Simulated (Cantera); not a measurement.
An isothermal, constant-pressure homogeneous reactor starts with CO : O2 : H2O : N2 = 0.017 : 0.016 : 0.00023 : 1 (molar parts), at 1050 K and 1.00 bar. Integrator tolerance rtol = 1e-08.

Cantera simulation using GRI-Mech 3.0 (53 species, 325 reactions); the numbers are that mechanism's predictions, not measurements.

**Question.** What does this change do: H2O 0.00023 to 3.8e-05 parts?

**Answer.** 
| quantity | before | after |
|---|---|---|
| x(CO) at 4.00 s | 0.000687 (gas-phase equilibrium 6.00e-11) | 0.0143 (gas-phase equilibrium 6.00e-11) |
| x(O2) at 4.00 s | 0.00766 (gas-phase equilibrium 0.00731) | 0.0144 (gas-phase equilibrium 0.00731) |
| x(H2O) at 4.00 s | 0.000223 (gas-phase equilibrium 0.000224) | 3.56e-5 (gas-phase equilibrium 3.71e-5) |
| x(H2) at 4.00 s | 6.12e-7 (gas-phase equilibrium <1e-12) | 9.87e-7 (gas-phase equilibrium <1e-12) |
| x(OH) at 4.00 s | 2.60e-7 (gas-phase equilibrium 5.99e-9) | 1.35e-8 (gas-phase equilibrium 2.43e-9) |
| x(CO2) at 4.00 s | 0.0159 (gas-phase equilibrium 0.0166) | 0.00220 (gas-phase equilibrium 0.0166) |
| x(NO) at 4.00 s | 2.04e-7 (gas-phase equilibrium 1.10e-5) | 4.00e-9 (gas-phase equilibrium 1.10e-5) |
